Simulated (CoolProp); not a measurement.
Model: reference Helmholtz-energy equation of state, Thol 2015, in CoolProp.

Q: For octamethylcyclotetrasiloxane (D4), give the phase and the density (kg/m³), cp (kJ/(kg K)), cv (kJ/(kg K)), Joule-Thomson coefficient (K/MPa) at 569.8 K and 7.53 bar; 584.2 K and 7.53 bar; 612.8 K and 7.53 bar.

A: 
- 569.8 K and 7.53 bar: gas; density 65.0, cp 2.09, cv 1.95, Joule-Thomson coefficient 16.1
- 584.2 K and 7.53 bar: gas; density 60.4, cp 2.08, cv 1.97, Joule-Thomson coefficient 13.4
- 612.8 K and 7.53 bar: gas; density 53.9, cp 2.10, cv 2.02, Joule-Thomson coefficient 10.1
